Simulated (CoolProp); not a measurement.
Vapour-liquid equilibrium of ethane (1) + n-perfluorobutane (2) at 235.4 K; x and y are mole fractions of (1).

The numbers come from the multi-fluid Helmholtz-energy mixture model, Bücker 2006 and Gao 2022; pair parameters Bell 2016 in CoolProp.

| x | bubble pressure (kPa) | y at the bubble point | dew pressure at overall composition x (kPa) | liquid density (mol/L) |
|---|---|---|---|---|
| 0.05 | 104.8 | ___ | 19.28 | 7.439 |
| 0.2 | 342.4 | 0.949 | 22.90 | 8.147 |
| 0.35 | 496.3 | 0.966 | ___ | 8.974 |
| 0.5 | 577.9 | ___ | 36.62 | ___ |
| 0.65 | 632.3 | 0.977 | 52.24 | 11.18 |
| 0.8 | ___ | 0.983 | 91.01 | 12.74 |
| 0.95 | 794.2 | ___ | ___ | ___ |

What belongs in the gaps?


- 0.05, y at the bubble point: 0.827
- 0.35, dew pressure at overall composition x (kPa): 28.19
- 0.5, y at the bubble point: 0.973
- 0.5, liquid density (mol/L): 9.962
- 0.8, bubble pressure (kPa): 696.9
- 0.95, y at the bubble point: 0.995
- 0.95, dew pressure at overall composition x (kPa): 350.4
- 0.95, liquid density (mol/L): 14.84

No azeotrope shows between x = 0.05 and 0.95.

The pair parameters rest on a limited set of measurements; away from them the model extrapolates. With so large a gap from Raoult's law the liquid may split in two, which this calculation doesn't test in full.
